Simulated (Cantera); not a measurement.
What does this Cantera script print?

```python
import numpy as np
import cantera as ct

gas_names = [...]  # 150 gases of nasa_gas.yaml made of C, H, N, O, S
cond_names = """
    C(gr) C6H6(L) C7H8(L) C8H18(L),n-octa H2O(s) H2O(L) H2SO4(L) S(cr1) S(cr2) S(L)
""".split()


# ... load() reads the species with a 1 bar reference pressure and builds the phases ...
atoms = {
    'CS2': {'C': 1, 'S': 2},
    'H2': {'H': 2},
    'N2': {'N': 2},
    'H2O': {'H': 2, 'O': 1},
}
top_T = {'C(gr)': 4500}  # K; cautious upper limits of use, not melting points


# ... equilibrate(T, P, feed) seeds the gas with the atoms and calls Mixture.equilibrate('TP', solver="vcs", rtol=1e-11, max_steps=5000) ...
results = []
feed = {'CS2': 1, 'H2': 0.34, 'N2': 6.1, 'H2O': 0.55}  # mol
T = 2325  # K
P = 1200  # Pa
mix = equilibrate(T, P, feed)
results.append((T, P, feed, dict(zip(mix.species_names, mix.species_moles))))
x = sorted(zip(gas.X, gas.species_names), reverse=True)
print(f"T = {T:g} K  P = {P:g} Pa  gas = {mix.phase_moles(0):.4g} mol")
print("   x: " + "  ".join(f"{s} {v:.3e}" for v, s in x if v > 0.001))
print("   condensed (mol): " + ("  ".join(f"{mix.phase(i).name} {mix.phase_moles(i):.4g}"
      for i in range(1, mix.n_phases) if mix.phase_moles(i) > 1e-12) or "none"))
```

Result:

```
T = 2325 K  P = 1200 Pa  gas = 9.052 mol
   x: N2 6.737e-01  H2 7.903e-02  CO 6.074e-02  S2 5.615e-02  S 4.300e-02  CS 4.253e-02  H 2.823e-02  SH 8.847e-03  CS2 6.820e-03
   condensed (mol): none
```

Method: chemical equilibrium by Gibbs-energy minimisation in Cantera with the NASA 1993 tables (ideal gas, pure condensed phases).
